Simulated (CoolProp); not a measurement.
Properties of sulfur hexafluoride along the isotherm 625 K.

Values from CoolProp's reference Helmholtz-energy equation of state, Guder 2009.

```
p (MPa)          phase  cp (kJ/(kg K))  fugacity coefficient
-------  -------------  --------------  --------------------
0.704              gas          0.9455                0.9971
1.41               gas               …                0.9943
2.11               gas               …                0.9917
2.82               gas               …                0.9893
3.52               gas          0.9600                0.9871
4.22     supercritical               …                0.9850
4.93     supercritical               …                0.9831
5.63     supercritical               …                0.9814
```

### Question
Fill in the missing entries.

### Answer

- 1.41, cp (kJ/(kg K)): 0.9491
- 2.11, cp (kJ/(kg K)): 0.9527
- 2.82, cp (kJ/(kg K)): 0.9564
- 4.22, cp (kJ/(kg K)): 0.9637
- 4.93, cp (kJ/(kg K)): 0.9674
- 5.63, cp (kJ/(kg K)): 0.9711
